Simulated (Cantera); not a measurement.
What does this Cantera script print?

```python
import numpy as np
import cantera as ct

gas = ct.Solution("gri30.yaml")
gas.TPX = 500, 1300000, {'CO': 1, 'H2': 0.31, 'CH4': 0.072, 'O2': 1.27, 'N2': 8.2}
inlet = ct.Reservoir(gas, clone=True)
gas.equilibrate("HP")  # start burning
reactor = ct.IdealGasConstPressureReactor(gas, energy="on", clone=False)
exhaust = ct.Reservoir(gas, clone=True)
tau = [0.022, 0.012, 0.0068, 0.0038, 0.0021, 0.0012, 0.00064, 0.00036, 0.0002, 0.00011, 6.1e-05, 3.4e-05, 1.9e-05][0]
for a, b in ((inlet, reactor), (reactor, exhaust)):
    ct.MassFlowController(a, b, mdot=lambda t: reactor.mass / tau)
net = ct.ReactorNet([reactor])
show = ['CO', 'H2', 'CH4', 'HCO', 'HO2', 'CH3', 'H']

rows = []
print(f"{'tau/s':>10s}{'T/K':>9s}" + "".join(f"{s:>11s}" for s in show))
for tau in [0.022, 0.012, 0.0068, 0.0038, 0.0021, 0.0012, 0.00064, 0.00036, 0.0002, 0.00011, 6.1e-05, 3.4e-05, 1.9e-05]:
    net.initial_time = 0.0
    net.advance(30 * tau)
    before = gas.X
    net.advance(40 * tau)
    drift = np.max(np.abs(gas.X - before) / (gas.X + 1e-9))
    rows.append([gas.T, *gas[show].X, drift])
    print(f"{tau:10.3e}{gas.T:9.1f}" + "".join(f"{x:11.3e}" for x in gas[show].X))
```

It prints:

```
     tau/s      T/K         CO         H2        CH4        HCO        HO2        CH3          H
 2.200e-02   1643.2  7.094e-04  2.978e-05  3.025e-06  1.273e-09  3.678e-06  4.455e-07  1.756e-06
 1.200e-02   1640.0  1.097e-03  4.526e-05  4.605e-06  2.357e-09  5.575e-06  6.593e-07  3.079e-06
 6.800e-03   1635.5  1.656e-03  6.725e-05  6.859e-06  4.218e-09  8.239e-06  9.432e-07  5.204e-06
 3.800e-03   1628.3  2.541e-03  1.015e-04  1.041e-05  7.697e-09  1.231e-05  1.351e-06  8.854e-06
 2.100e-03   1616.9  3.981e-03  1.560e-04  1.623e-05  1.431e-08  1.862e-05  1.940e-06  1.501e-05
 1.200e-03   1599.1  6.228e-03  2.393e-04  2.561e-05  2.592e-08  2.784e-05  2.747e-06  2.406e-05
 6.400e-04   1559.9  1.122e-02  4.227e-04  4.856e-05  5.165e-08  4.641e-05  4.255e-06  3.790e-05
 3.600e-04    500.0  9.215e-02  2.857e-02  6.635e-03  9.219e-26  2.946e-19  2.845e-19  3.821e-23
 2.000e-04    500.0  9.215e-02  2.857e-02  6.635e-03  8.834e-26  9.632e-19  1.595e-19  3.661e-23
 1.100e-04    500.0  9.215e-02  2.857e-02  6.635e-03  8.270e-26  5.184e-19  8.813e-20  3.428e-23
 6.100e-05    500.0  9.215e-02  2.857e-02  6.635e-03  7.455e-26  2.653e-19  4.586e-20  3.090e-23
 3.400e-05    500.0  9.215e-02  2.857e-02  6.635e-03  6.357e-26  1.275e-19  2.226e-20  2.635e-23
 1.900e-05    500.0  9.215e-02  2.857e-02  6.635e-03  5.046e-26  5.729e-20  1.006e-20  2.092e-23
```

Detailed kinetics in Cantera: GRI-Mech 3.0 (53 species, 325 reactions). The pressure lies above the range GRI-Mech 3.0 was tuned for (to about 10 atm).
